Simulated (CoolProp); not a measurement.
A single-stage vapour-compression cycle with CH3F (R41): evaporating at 229.15 K (dew point), condensing at 264.15 K (bubble point), superheat 5 K, subcooling 2 K, compressor efficiency 0.65, no pressure losses. Each further row changes one setting.

Values from CoolProp's reference Helmholtz-energy equation of state, Lemmon 2006. It is a short technical equation, of lower accuracy than the large ones.

| case | cooling COP | pressure ratio | discharge temperature (K) | refrigerating effect (kJ/kg) | volumetric capacity (kJ/m³) |
|---|---|---|---|---|---|
| as stated | 3.49 | 3.21 | 333.7 | 365 | 3520 |
| evaporating temperature 234.15 K | 4.26 | 2.66 | 321.8 | 367 | 4240 |
| condensing temperature 259.15 K | 4.20 | 2.77 | 319.9 | 377 | 3630 |
| subcooling 7 K | 3.61 | 3.21 | 333.7 | 378 | 3630 |
| superheat 15 K | 3.41 | 3.21 | 348.6 | 379 | 3430 |
| compressor efficiency 0.55 | 2.96 | 3.21 | 347.7 | 365 | 3520 |
